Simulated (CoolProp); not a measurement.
A single-stage vapour-compression cycle with neopentane: evaporating at 286.15 K (dew point), condensing at 310.15 K (bubble point), superheat 2 K, subcooling 0 K, compressor efficiency 0.9, no pressure losses. Each further row changes one setting.

The numbers come from the reference Helmholtz-energy equation of state, Lemmon 2006 in CoolProp. It is a short technical equation, of lower accuracy than the large ones.

| case | cooling COP | pressure ratio | discharge temperature (K) | refrigerating effect (kJ/kg) | volumetric capacity (kJ/m³) |
|---|---|---|---|---|---|
| as stated | 9.58 | 2.16 | 310.2 | 261 | 946 |
| evaporating temperature 291.15 K | 12.6 | 1.82 | 310.2 | ___ | ___ |
| condensing temperature 305.15 K | ___ | ___ | 305.2 | 273 | 989 |
| subcooling 5 K | ___ | 2.16 | 310.2 | 273 | 989 |
| superheat 12 K | 9.77 | 2.16 | ___ | 278 | 968 |
| compressor efficiency 0.8 | ___ | 2.16 | 310.2 | 261 | 946 |

Q: Complete the blanks.

A: 
- evaporating temperature 291.15 K, refrigerating effect (kJ/kg): 268
- evaporating temperature 291.15 K, volumetric capacity (kJ/m³): 1140
- condensing temperature 305.15 K, cooling COP: 12.4
- condensing temperature 305.15 K, pressure ratio: 1.86
- subcooling 5 K, cooling COP: 10.0
- superheat 12 K, discharge temperature (K): 317.2
- compressor efficiency 0.8, cooling COP: 8.51

The compression ends wet for: as stated; evaporating temperature 291.15 K; condensing temperature 305.15 K; subcooling 5 K; compressor efficiency 0.8.
